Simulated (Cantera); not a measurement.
A closed system holds: 1 mol HMDSO, 2.4 mol H₂O, 0.79 mol H₂, 7.5 mol CO₂, equilibrated at 2.70 Torr.

Cantera equilibrium calculation (NASA polynomials, part measured and part estimated; ideal gas, pure solids and liquids). Candidate condensed phases: C, C₆H₆, C₇H₈, C₈H₁₈, H₂O, Si, SiC, SiO₂; 123 gas species. The feed counts by its element totals alone. The tables hold silica as quartz up to 1696 K and as liquid above; real silica turns to tridymite and cristobalite and melts near 1996 K. The numbers say what is thermodynamically allowed, not how fast it happens.

Over these rows the condensed part is SiO₂(β-quartz). Partial pressures as log10 of bar:

| T (K) | 1000/T (1/K) | log p SiO | log p CO | log p H₂ | log p H₂O | log p CO₂ |
|---|---|---|---|---|---|---|
| 1423 | 0.7027 | -8.50 | -2.73 | -2.79 | -4.08 | -4.37 |
| 1473 | 0.6789 | -7.84 | -2.73 | -2.79 | -4.06 | -4.40 |
| 1523 | 0.6566 | -7.22 | -2.73 | -2.79 | -4.05 | -4.42 |
| 1573 | 0.6357 | -6.64 | -2.73 | -2.79 | -4.04 | -4.45 |
| 1623 | 0.6161 | -6.10 | -2.73 | -2.79 | -4.03 | -4.46 |
| 1673 | 0.5977 | ? | -2.73 | -2.79 | -4.02 | -4.48 |

Question: Fit log p(SiO) = a + b·(1000/T) to the five rows, give the apparent enthalpy, and predict the row at 1673 K.

Answer: Means: 1000/T = 0.6580, log p = -7.260. Sxy = -0.130036, Sxx = 0.0046898, so b = -27.73 and a = -7.260 − (-27.73)×0.6580 = 10.99.
Apparent enthalpy: −19.145 × (-27.73) = 531 kJ/mol. With the condensed phases at unit activity, SiO₂(β-quartz) + CO(g) = SiO(g) + CO₂(g) links this pressure to the main gases: over the six rows their terms move log p by +0.11 in all, so the slope is close to that reaction's ΔH°. The five rows lie within 0.01 of the line.
Prediction at 1673 K: 10.99 + (-27.73)×0.5977 = -5.58. The computed value is -5.60, 0.02 from the line.
